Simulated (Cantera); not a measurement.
An adiabatic, constant-volume homogeneous reactor starts with CH4 : O2 : N2 = 1 : 2.22 : 8.36 (molar parts), equivalence ratio 0.90, at 1048 K and 3750 Torr. Integrator tolerance rtol = 1e-08.

Detailed kinetics in Cantera: GRI-Mech 3.0 (53 species, 325 reactions).

Q: What does this change do: 0.042 parts H2 added?

A: 
```csv
quantity,before,after
time of steepest temperature rise,77.7 ms,28.8 ms
temperature at 5.00 s,2840 K,2848 K
equilibrium temperature,2840 K,2848 K
x(CH4) at 5.00 s,<1e-12 (gas-phase equilibrium <1e-12),<1e-12 (gas-phase equilibrium <1e-12)
x(O2) at 5.00 s,0.0223 (gas-phase equilibrium 0.0223),0.0213 (gas-phase equilibrium 0.0213)
x(CH2O) at 5.00 s,8.17e-10 (gas-phase equilibrium 8.17e-10),9.12e-10 (gas-phase equilibrium 9.12e-10)
x(CO2) at 5.00 s,0.0639 (gas-phase equilibrium 0.0639),0.0629 (gas-phase equilibrium 0.0629)
x(C2H2) at 5.00 s,<1e-12 (gas-phase equilibrium <1e-12),<1e-12 (gas-phase equilibrium <1e-12)
x(HCN) at 5.00 s,1.91e-9 (gas-phase equilibrium 1.91e-9),2.17e-9 (gas-phase equilibrium 2.17e-9)
x(CO) at 5.00 s,0.0207 (gas-phase equilibrium 0.0207),0.0215 (gas-phase equilibrium 0.0215)
```
